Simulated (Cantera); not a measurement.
Charge: 1 mol CaF2, 0.22 mol H2, 0.44 mol N2, held at 1925 K and 250 Pa.

Cantera equilibrium calculation (NASA polynomials, part measured and part estimated; ideal gas, pure solids and liquids). Candidate condensed phases: Ca, CaF2; 25 gas species. The numbers say what is thermodynamically allowed, not how fast it happens.

Base state: CaF2 0.550, N2 0.259, H2 0.105, HF 0.0424, CaF 0.0337, H 0.00620, Ca 0.00433 (mole fractions); condensed: gas only.

What changes in the equilibrium state with this change: temperature from 1925 K to 1673.15 K?


```json
[
 {"species": "N2", "before": "0.259", "after": "0.647"},
 {"species": "H2", "before": "0.105", "after": "0.321"},
 {"species": "CaF2", "before": "0.550", "after": "0.0226"},
 {"species": "CaF", "before": "0.0337", "after": "0.00252"},
 {"species": "HF", "before": "0.0424", "after": "0.00454"},
 {"species": "H", "before": "0.00620", "after": "0.00129"},
 {"species": "Ca", "before": "0.00433", "after": "0.00101"},
 {"species": "CaF2(s), mol", "before": "0", "after": "0.982"}
]
```

What changes in the equilibrium state with this change: temperature from 1925 K to 1498.15 K?


```csv
species,before,after
N2,0.259,0.666
H2,0.105,0.333
CaF2,0.550,0.000839
CaF,0.0337,0.000142
HF,0.0424,0.000425
H,0.00620,0.000199
Ca,0.00433,0.000141
"CaF2(s), mol",0,0.999
```
